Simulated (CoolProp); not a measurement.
Vapour-liquid equilibrium of acetone (1) + ethanol (2) at 0.489 MPa; x and y are mole fractions of (1).

The numbers come from the multi-fluid Helmholtz-energy mixture model, Lemmon 2006 and Schroeder 2014; pair parameters Bell 2016 in CoolProp.

Give the bubble temperature and the first vapour's composition at x = 0.425, 0.65, 0.875. Is there an azeotrope?

x = 0.425: 114.2 °C, y = 0.528; x = 0.65: 111.9 °C, y = 0.698; x = 0.875: 110.8 °C, y = 0.878. y crosses x between x = 0.875 and 0.95: the model has an azeotrope there.

The pair parameters rest on a limited set of measurements; away from them the model extrapolates.
